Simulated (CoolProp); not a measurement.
The fluid at 298.15 K and 0.0196 MPa expands adiabatically to 0.00133 MPa with isentropic efficiency 0.85. The same conditions are run with several fluids, on thermodynamics alone (safety and materials aside).

Computed with CoolProp (reference Helmholtz-energy equation of state of each fluid (n-perfluoropentane: Gao 2022; R125: Lemmon 2005; the fluoroketone C6F12O (FK-5-1-12): McLinden 2015; ethylene: Smukala 2000; R123: Younglove 1994)).

Rank n-perfluoropentane, R125, the fluoroketone C6F12O (FK-5-1-12), ethylene, R123 by work (kJ/kg), highest first.

ethylene (153), R125 (41.7), R123 (33.0), n-perfluoropentane (18.7), the fluoroketone C6F12O (FK-5-1-12) (17.1)

```
fluid                                final temperature (K)  final density (kg/m³)
-----------------------------------  ---------------------  ---------------------
n-perfluoropentane                                   274.0                  0.168
R125                                                 241.5                 0.0795
the fluoroketone C6F12O (FK-5-1-12)                  277.6                  0.182
ethylene                                             185.4                 0.0242
R123                                                 245.6                 0.0997
```
